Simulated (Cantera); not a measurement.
A closed system holds: 1 mol CH3Cl, 0.35 mol F2, held at 2.40 mbar.

These are equilibrium values from Cantera (NASA tables, ideal gas, pure condensed phases), not measurements of a reactor. Candidate condensed phases: C, C6H6, C7H8, C8H18; 118 gas species. Equilibrium is a limit: real reactors are often held back by kinetics, nucleation or transport.

Task: What share of the C ends up in condensed phases as a function of T (K), at 698, 898, 1098, 1298, 1498, 1698, 1898, 2098, 2298, 2498, 2698, 2898, 3098?

Result: 
```json
[
 {"T (K)": "698", "C condensed (%)": "99.6", "as": "C(graphite)"},
 {"T (K)": "898", "C condensed (%)": "100.0", "as": "C(graphite)"},
 {"T (K)": "1098", "C condensed (%)": "100.0", "as": "C(graphite)"},
 {"T (K)": "1298", "C condensed (%)": "100.0", "as": "C(graphite)"},
 {"T (K)": "1498", "C condensed (%)": "100.0", "as": "C(graphite)"},
 {"T (K)": "1698", "C condensed (%)": "100.0", "as": "C(graphite)"},
 {"T (K)": "1898", "C condensed (%)": "100.0", "as": "C(graphite)"},
 {"T (K)": "2098", "C condensed (%)": "99.8", "as": "C(graphite)"},
 {"T (K)": "2298", "C condensed (%)": "99.4", "as": "C(graphite)"},
 {"T (K)": "2498", "C condensed (%)": "98.5", "as": "C(graphite)"},
 {"T (K)": "2698", "C condensed (%)": "93.4", "as": "C(graphite)"},
 {"T (K)": "2898", "C condensed (%)": "37.6", "as": "C(graphite)"},
 {"T (K)": "3098", "C condensed (%)": "0.0", "as": "-"}
]
```
